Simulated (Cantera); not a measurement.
# Silicon etching in halogen gases: Si + HF

A closed system holds: 1 mol Si, 9.8 mol HF, held at 410 Pa.

These are equilibrium values from Cantera (NASA tables, ideal gas, pure condensed phases), not measurements of a reactor. Candidate condensed phases: Si; 25 gas species. The tables' values for SiF3, SiF2 are old estimates; treat these amounts as uncertain. Rates play no part.

```tsv
T (°C)	log p HF	log p H2	log p SiF4	log p SiF3
1100	-2.57	-3.03	-3.33	-6.57
1150	-2.57	-3.03	-3.33	-6.24
1200	-2.57	-3.03	-3.33	-5.93
1250	-2.57	-3.03	-3.33	-5.64
1300	-2.57	-3.03	-3.34	-5.37
1350	-2.57	-3.03	-3.34	-5.12
1400	-2.57	-3.04	-3.35	-4.89
1450	-2.57	-3.04	-3.35	-4.68
```
log p: log10 of the partial pressure in bar; nothing condenses.

From 1100 °C to 1450 °C nothing is condensed. The main Si-bearing gas is SiF4 throughout.
